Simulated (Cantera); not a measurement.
A Cantera script and what it prints.

```python
import numpy as np
import cantera as ct

gas_names = """
    CL CL2 H HCL H2 N NH NH2 NH3 N2 N2H2 N2H4 Si SiCL SiCL2 SiCL3 SiCL4 SiH SiHCL3 SiH2 SiH2CL2 SiH3
    SiH3CL SiH4 SiN Si2 Si2N Si3
""".split()
cond_names = """
    NH4CL(a) NH4CL(b) Si(cr) Si(L) Si3N4(a)
""".split()


def load(file, names, dense=False):
    # The tables refer to 1 bar. Condensed volumes are neglected.
    table = {s.name: s for s in ct.Species.list_from_file(file)}
    out = []
    for n in names:
        d = dict(table[n].input_data)
        d["thermo"] = dict(d["thermo"], **{"reference-pressure": 1e5})
        if dense:
            d["equation-of-state"] = {"model": "constant-volume", "density": "1e6 g/cm^3"}
        out.append(ct.Species.from_dict(d))
    return out


gas = ct.Solution(thermo="ideal-gas", species=load("nasa_gas.yaml", gas_names))
cond = {s.name: ct.Solution(thermo="fixed-stoichiometry", species=[s], name=s.name)
        for s in load("nasa_condensed.yaml", cond_names, dense=True)}
atoms = {
    'SiCl4': {'Si': 1, 'CL': 4},
    'HCl': {'H': 1, 'CL': 1},
    'N2': {'N': 2},
    'Cl2': {'CL': 2},
}
top_T = {'Si3N4(a)': 2400}  # K; cautious upper limits of use, not melting points


def equilibrate(T, P, feed):
    n = {}
    for name, mol in feed.items():
        for a, k in atoms[name].items():
            n[a] = n.get(a, 0.0) + k * mol
    gas.TPX = T, P, n
    mass = sum(n.values()) * gas.mean_molecular_weight
    gas.equilibrate("TP")
    valid = [c for c in cond.values() if c.min_temp <= T <= top_T.get(c.name, c.max_temp)]
    mix = ct.Mixture([(gas, mass / gas.mean_molecular_weight)] + [(c, 0.0) for c in valid])
    mix.T, mix.P = T, P
    mix.equilibrate("TP", solver="vcs", rtol=1e-11, max_steps=5000)
    return mix


results = []
feed = {'SiCl4': 1, 'HCl': 0.16, 'N2': 18, 'Cl2': 0.033}  # mol
T = 923.15  # K
P = 4500  # Pa
mix = equilibrate(T, P, feed)
results.append((T, P, feed, dict(zip(mix.species_names, mix.species_moles))))
print(gas.report(threshold=1e-06))
for i in range(1, mix.n_phases):
    print(f"{mix.phase(i).name:16s} {mix.phase_moles(i):12.5e} mol")
```

Output:

```
       temperature   923.15 K
          pressure   4500 Pa
           density   0.020842 kg/m^3
  mean mol. weight   35.55 kg/kmol
   phase of matter   gas

                          1 kg             1 kmol
                     ---------------   ---------------
          enthalpy       -3.9425e+05       -1.4015e+07  J
   internal energy       -6.1016e+05       -2.1691e+07  J
           entropy            7453.4        2.6496e+05  J/K
    Gibbs function       -7.2748e+06       -2.5862e+08  J
 heat capacity c_p              1015             36084  J/K
 heat capacity c_v            781.16             27770  J/K

                      mass frac. Y      mole frac. X     chem. pot. / RT
                     ---------------   ---------------   ---------------
                CL        2.1767e-05        2.1828e-05           -19.121
               CL2         0.0034073         0.0017084           -38.243
               HCL         0.0085493         0.0083363           -43.994
                N2           0.73904           0.93783           -27.825
             SiCL4           0.24899          0.052102           -137.55
     [  +23 minor]         1.011e-09        2.6752e-10

Si(cr)            0.00000e+00 mol
Si3N4(a)          0.00000e+00 mol
```

Method: chemical equilibrium by Gibbs-energy minimisation in Cantera with the NASA 1993 tables (ideal gas, pure condensed phases).
